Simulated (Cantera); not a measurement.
## Aluminium nitride and oxide growth: Al + HCl + N₂

Input: 1 mol Al, 1.1 mol HCl, 79 mol N₂, equilibrated at 42.0 mbar.

Cantera equilibrium calculation (NASA polynomials, part measured and part estimated; ideal gas, pure solids and liquids). Candidate condensed phases: Al, AlCl₃, AlN, NH₄Cl; 20 gas species. The tables' values for AlCl₂ are old estimates; treat these amounts as uncertain. Kinetics and transport are ignored.

From 925 °C to 1425 °C the condensed part is AlN(s). From 1525 °C to 1625 °C nothing is condensed. The main Al-bearing gas is AlCl₃ at 925 °C and AlCl at 1625 °C.

```json
[
 {"T (°C)": "925", "x N₂": "0.988", "x AlCl": "8.18e-7", "x H₂": "0.00480", "x HCl": "0.00422", "n AlN(s)": "0.745"},
 {"T (°C)": "1025", "x N₂": "0.988", "x AlCl": "1.20e-5", "x H₂": "0.00486", "x HCl": "0.00410", "n AlN(s)": "0.740"},
 {"T (°C)": "1125", "x N₂": "0.988", "x AlCl": "0.000117", "x H₂": "0.00492", "x HCl": "0.00397", "n AlN(s)": "0.728"},
 {"T (°C)": "1225", "x N₂": "0.987", "x AlCl": "0.000813", "x H₂": "0.00503", "x HCl": "0.00374", "n AlN(s)": "0.675"},
 {"T (°C)": "1325", "x N₂": "0.985", "x AlCl": "0.00380", "x H₂": "0.00530", "x HCl": "0.00313", "n AlN(s)": "0.486"},
 {"T (°C)": "1425", "x N₂": "0.982", "x AlCl": "0.00953", "x H₂": "0.00592", "x HCl": "0.00178", "n AlN(s)": "0.149"},
 {"T (°C)": "1525", "x N₂": "0.980", "x AlCl": "0.0121", "x H₂": "0.00630", "x HCl": "0.000912", "n AlN(s)": "0"},
 {"T (°C)": "1625", "x N₂": "0.980", "x AlCl": "0.0121", "x H₂": "0.00616", "x HCl": "0.00103", "n AlN(s)": "0"}
]
```
x: gas mole fraction; n: condensed amount in mol.
